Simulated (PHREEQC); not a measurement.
## Nickel, zinc or cadmium bath: an equilibrium model

Solution (70 °C): 99 mmol/kgw ZnSO4, 14 mmol/kgw NaCl and 0.086 mmol/kgw MnSO4. Closed to the air; pH follows from the charge balance.

Model: ion-association model, phreeqc.dat, run in PHREEQC.

No solid was allowed to form.

**Question.** Predict the pH, density.

**Answer.** pH 5.09; density 0.994 g/cm³.

**Question.** In which forms is S present?

**Answer.** SO4-2 40 %, ZnSO4 40 %, Zn(SO4)2-2 19 %, NaSO4- 0.9 % of the S.

Complexes and solids missing from the database can't appear. Away from 25 °C the constants follow the database's enthalpies or fits; those with neither stay at their 25 °C values.
